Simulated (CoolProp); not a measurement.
A single-stage vapour-compression cycle with propane: evaporating at 287.15 K (dew point), condensing at 314.15 K (bubble point), superheat 2 K, subcooling 0 K, compressor efficiency 0.6, no pressure losses. Each further row changes one setting.

Model: reference Helmholtz-energy equation of state, Lemmon 2009, in CoolProp.

```json
[
 {"case": "as stated", "cooling COP": "5.34", "pressure ratio": "1.97", "discharge temperature (K)": "328.4", "refrigerating effect (kJ/kg)": "284", "volumetric capacity (kJ/m³)": "4310"},
 {"case": "evaporating temperature 292.15 K", "cooling COP": "6.81", "pressure ratio": "1.72", "discharge temperature (K)": "325.9", "refrigerating effect (kJ/kg)": "289", "volumetric capacity (kJ/m³)": "5020"},
 {"case": "condensing temperature 309.15 K", "cooling COP": "6.78", "pressure ratio": "1.75", "discharge temperature (K)": "321.6", "refrigerating effect (kJ/kg)": "298", "volumetric capacity (kJ/m³)": "4530"},
 {"case": "subcooling 5 K", "cooling COP": "5.61", "pressure ratio": "1.97", "discharge temperature (K)": "328.4", "refrigerating effect (kJ/kg)": "298", "volumetric capacity (kJ/m³)": "4530"},
 {"case": "superheat 12 K", "cooling COP": "5.38", "pressure ratio": "1.97", "discharge temperature (K)": "338.5", "refrigerating effect (kJ/kg)": "302", "volumetric capacity (kJ/m³)": "4360"},
 {"case": "compressor efficiency 0.5", "cooling COP": "4.45", "pressure ratio": "1.97", "discharge temperature (K)": "333.3", "refrigerating effect (kJ/kg)": "284", "volumetric capacity (kJ/m³)": "4310"}
]
```
